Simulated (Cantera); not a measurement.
A diamond (100) surface in a fixed gas of H2 with x(CH4) = 0.028, x(H) = 0.018, x(CH3) = 0.00094, at 1000 K; coverages are run to steady state.

Computed with Cantera and the Harris–Goodwin 1993 mechanism for the reconstructed diamond (100) surface.

θ: site fractions in the mechanism's names (c6HH fully hydrogenated, c6H* and c6*H radical sites, c6** diradical, c6HM methylated).

| P (Pa) | growth (µm/h) | θ c6HH | θ c6H* | θ c6*H | θ c6** | θ c6HM |
|---|---|---|---|---|---|---|
| 320 | ___ | 0.578 | 0.0177 | 0.363 | 0.00936 | 0.0236 |
| 590 | ___ | 0.576 | 0.0177 | 0.362 | 0.00934 | 0.0252 |
| 1100 | ___ | 0.576 | 0.0177 | 0.361 | 0.00933 | 0.0262 |
| 2000 | ___ | 0.575 | 0.0177 | 0.361 | 0.00932 | 0.0267 |
| 3600 | ___ | 0.575 | 0.0178 | 0.361 | 0.00933 | 0.0270 |
| 6600 | ___ | 0.575 | 0.0179 | 0.361 | 0.00934 | 0.0272 |
| 12000 | ___ | 0.575 | 0.0181 | 0.360 | 0.00937 | 0.0273 |
| 22000 | ___ | 0.575 | 0.0184 | 0.360 | 0.00942 | 0.0274 |

### Question
Fill in the missing entries.

### Answer

- 320, growth (µm/h): 1.33
- 590, growth (µm/h): 2.61
- 1100, growth (µm/h): 5.04
- 2000, growth (µm/h): 9.35
- 3600, growth (µm/h): 17.0
- 6600, growth (µm/h): 31.4
- 12000, growth (µm/h): 57.4
- 22000, growth (µm/h): 106
